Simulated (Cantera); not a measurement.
Charge: 1 mol SiHCl3, 0.0076 mol C3H8, 11 mol H2, held at 0.133 bar.

These are equilibrium values from Cantera (NASA tables, ideal gas, pure condensed phases), not measurements of a reactor. Candidate condensed phases: C, C6H6, C7H8, C8H18, Si, SiC; 109 gas species. Mutual solubility and eutectic melting of coexisting phases are not modelled. Gases not in the tables: Si2H6 and higher silanes. Rates play no part.

Problem. Which condensed phases are stable at each of these points (T (K)): 1025, 1125, 1225, 1325, 1425, 1525, 1625, 1725, 1825, 1925, 2025, 2125, 2225, 2325?

Solution. 
```
T (K)  condensed phases  Si condensed (%)
-----  ----------------  ----------------
1025     Si(s) + SiC(s)              24.2
1125     Si(s) + SiC(s)              28.6
1225     Si(s) + SiC(s)              32.1
1325     Si(s) + SiC(s)              32.4
1425     Si(s) + SiC(s)              30.0
1525     Si(s) + SiC(s)              27.6
1625     Si(s) + SiC(s)              25.7
1725     Si(l) + SiC(s)              26.0
1825     Si(l) + SiC(s)              29.3
1925     Si(l) + SiC(s)              32.3
2025     Si(l) + SiC(s)              34.5
2125     Si(l) + SiC(s)              35.2
2225     Si(l) + SiC(s)              33.1
2325     Si(l) + SiC(s)              24.4
```

From 1025 K to 1625 K the condensed part is Si(s) + SiC(s). From 1725 K to 2325 K the condensed part is Si(l) + SiC(s).
